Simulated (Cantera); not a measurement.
## Gas-phase reforming

An isothermal, constant-pressure homogeneous reactor starts with CH₄ : CO₂ = 0.17 : 0.35 (molar parts), at 1675 K and 1.01 bar.

Cantera simulation using GRI-Mech 3.0 (53 species, 325 reactions); the numbers are that mechanism's predictions, not measurements.

```json
[
 {"t (s)": "2.00e-6", "x CH₄": "0.327", "x CO₂": "0.673", "x CH₃": "1.65e-5", "x C₂H₆": "2.16e-9", "x H₂O₂": "<1e-12", "x OH": "1.00e-8"},
 {"t (s)": "1.11e-5", "x CH₄": "0.327", "x CO₂": "0.673", "x CH₃": "9.22e-5", "x C₂H₆": "3.76e-7", "x H₂O₂": "<1e-12", "x OH": "1.02e-8"},
 {"t (s)": "6.13e-5", "x CH₄": "0.326", "x CO₂": "0.673", "x CH₃": "0.000426", "x C₂H₆": "4.40e-5", "x H₂O₂": "<1e-12", "x OH": "1.41e-8"},
 {"t (s)": "0.000340", "x CH₄": "0.322", "x CO₂": "0.672", "x CH₃": "0.000988", "x C₂H₆": "0.000796", "x H₂O₂": "<1e-12", "x OH": "4.31e-8"},
 {"t (s)": "0.00188", "x CH₄": "0.283", "x CO₂": "0.654", "x CH₃": "0.00125", "x C₂H₆": "0.00151", "x H₂O₂": "<1e-12", "x OH": "2.66e-7"},
 {"t (s)": "0.0104", "x CH₄": "0.172", "x CO₂": "0.545", "x CH₃": "0.000679", "x C₂H₆": "0.000407", "x H₂O₂": "<1e-12", "x OH": "9.47e-7"},
 {"t (s)": "0.0576", "x CH₄": "0.0400", "x CO₂": "0.282", "x CH₃": "0.000253", "x C₂H₆": "5.36e-5", "x H₂O₂": "3.17e-12", "x OH": "3.53e-6"},
 {"t (s)": "0.319", "x CH₄": "0.0149", "x CO₂": "0.158", "x CH₃": "9.14e-5", "x C₂H₆": "6.50e-6", "x H₂O₂": "2.25e-12", "x OH": "2.98e-6"},
 {"t (s)": "1.77", "x CH₄": "0.00622", "x CO₂": "0.0934", "x CH₃": "3.00e-5", "x C₂H₆": "6.96e-7", "x H₂O₂": "<1e-12", "x OH": "1.68e-6"},
 {"t (s)": "9.78", "x CH₄": "0.000175", "x CO₂": "0.0787", "x CH₃": "7.96e-7", "x C₂H₆": "4.98e-10", "x H₂O₂": "<1e-12", "x OH": "1.42e-6"},
 {"t (s)": "54.2", "x CH₄": "4.56e-8", "x CO₂": "0.0785", "x CH₃": "2.09e-10", "x C₂H₆": "<1e-12", "x H₂O₂": "<1e-12", "x OH": "1.43e-6"},
 {"t (s)": "300", "x CH₄": "4.56e-8", "x CO₂": "0.0785", "x CH₃": "2.09e-10", "x C₂H₆": "<1e-12", "x H₂O₂": "<1e-12", "x OH": "1.43e-6"}
]
```
x: mole fraction; the columns are a selection and need not sum to one.

Equilibrium at this temperature and pressure: CH₄ 5.01e-8, CO₂ 0.0785, CH₃ 2.30e-10, C₂H₆ <1e-12, H₂O₂ <1e-12, OH 1.43e-6 (gas phase only).
